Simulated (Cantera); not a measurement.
An adiabatic, constant-volume homogeneous reactor starts with CH₄ : H₂ : O₂ : N₂ = 1 : 0.066 : 3.76 : 14.2 (molar parts), equivalence ratio 0.54, at 1075 K and 240000 Pa.

Cantera simulation using GRI-Mech 3.0 (53 species, 325 reactions); the numbers are that mechanism's predictions, not measurements.

Q: Predict: time of steepest temperature rise; temperature at 0.400 s; equilibrium temperature; x(H₂) at 0.400 s; x(O₂) at 0.400 s; x(NO) at 0.400 s; x(CO₂) at 0.400 s.

A: 
```
Quantity                                                              Result
---------------------------------  -----------------------------------------
time of steepest temperature rise                                    30.3 ms
temperature at 0.400 s                                                2415 K
equilibrium temperature                                               2415 K
x(H₂) at 0.400 s                   0.000609 (gas-phase equilibrium 0.000609)
x(O₂) at 0.400 s                       0.0837 (gas-phase equilibrium 0.0837)
x(NO) at 0.400 s                       0.0121 (gas-phase equilibrium 0.0121)
x(CO₂) at 0.400 s                      0.0507 (gas-phase equilibrium 0.0507)
```
